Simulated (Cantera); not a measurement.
**Silicon epitaxy and polysilicon growth: SiH2Cl2 + H2 + Cl2**

A closed system holds: 1 mol SiH2Cl2, a varied amount of H2, 0.52 mol Cl2, at 650 °C and 1.33 mbar.

Equilibrium computed with Cantera from the NASA thermochemical tables; the gas is ideal and each condensed phase is pure. Candidate condensed phases: Si; 19 gas species. The tables' values for SiCl3 are old estimates; treat these amounts as uncertain. Kinetics and transport are ignored.

```tsv
n(H2) (mol)	x H2	x SiCl4	x HCl	x SiHCl3	x SiCl3	x SiCl2	x SiH2Cl2	n Si(s)
7.5	0.895	0.0673	0.0267	0.00804	0.00138	0.00114	9.41e-5	0.274
11	0.920	0.0471	0.0248	0.00623	0.00106	0.000957	8.08e-5	0.289
16	0.939	0.0323	0.0228	0.00475	0.000798	0.000793	6.83e-5	0.309
23	0.952	0.0219	0.0208	0.00357	0.000595	0.000653	5.71e-5	0.335
33	0.963	0.0145	0.0189	0.00263	0.000437	0.000531	4.69e-5	0.368
49	0.972	0.00889	0.0168	0.00184	0.000303	0.000416	3.71e-5	0.415
71	0.978	0.00541	0.0149	0.00127	0.000209	0.000325	2.91e-5	0.471
100	0.982	0.00326	0.0131	0.000871	0.000143	0.000252	2.27e-5	0.535
150	0.986	0.00166	0.0111	0.000525	8.61e-5	0.000180	1.63e-5	0.624
220	0.990	0.000784	0.00922	0.000300	4.91e-5	0.000124	1.12e-5	0.718
310	0.992	0.000353	0.00756	0.000165	2.70e-5	8.29e-5	7.55e-6	0.802
460	0.994	0.000117	0.00575	7.22e-5	1.18e-5	4.78e-5	4.36e-6	0.883
660	0.996	3.60e-5	0.00428	2.98e-5	4.86e-6	2.65e-5	2.42e-6	0.934
```
x: gas mole fraction; n: condensed amount in mol.

From 7.5 mol H2 to 660 mol H2 the condensed part is Si(s). The main Si-bearing gas is SiCl4 throughout. The share of Si in condensed phases is highest at 660 mol H2 (93.4 %) and lowest at 7.5 mol H2 (27.4 %).
